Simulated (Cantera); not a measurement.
A perfectly stirred reactor is fed with 7.58 % CH₄, 19.4 % O₂, 73.0 % N₂, equivalence ratio 0.78, at 1730 Torr; it is adiabatic with a 400 K inlet, and is followed from long to short residence time, starting on the burning branch (τ in s: 0.14, 0.062, 0.028, 0.012, 0.0056, 0.0025, 0.0011, 0.0005, 0.00023, 0.0001, 4.6e-05).

Model: GRI-Mech 3.0 (53 species, 325 reactions), integrated in Cantera.

x: mole fraction; the columns are a selection and need not sum to one.

```
τ (s)    T (K)     x CH₄    x O₂    x HCO   x CO₂    x C₂H₄      x CO
-------  -----  --------  ------  -------  ------  --------  --------
0.14      2043   2.52e-6  0.0421  6.11e-9  0.0751  1.25e-10  0.000594
0.062     2041   5.16e-6  0.0422  1.39e-8  0.0749  4.96e-10  0.000741
0.028     2038   9.80e-6  0.0424  3.11e-8  0.0746       [?]   0.00102
0.012     2030   1.82e-5  0.0426  7.39e-8  0.0740       [?]   0.00156
0.0056    2018   3.08e-5  0.0430  1.62e-7  0.0731       [?]   0.00238
0.0025    2000   5.31e-5  0.0436  3.70e-7  0.0716       [?]   0.00374
0.0011    1971   9.35e-5  0.0447  8.57e-7  0.0693       [?]   0.00585
0.00050   1932  0.000167  0.0464  1.91e-6  0.0661       [?]   0.00878
0.00023   1880  0.000314  0.0490  4.15e-6  0.0615       [?]    0.0129
0.00010   1800  0.000729  0.0541  9.58e-6  0.0535       [?]    0.0199
4.6e-5     400    0.0758   0.194   <1e-12  <1e-12    <1e-12    <1e-12
```

Problem. Complete the blanks.

Solution. 
- 0.028, x C₂H₄: 1.62e-9
- 0.012, x C₂H₄: 4.72e-9
- 0.0056, x C₂H₄: 1.07e-8
- 0.0025, x C₂H₄: 2.34e-8
- 0.0011, x C₂H₄: 5.00e-8
- 0.00050, x C₂H₄: 1.08e-7
- 0.00023, x C₂H₄: 2.60e-7
- 0.00010, x C₂H₄: 9.55e-7
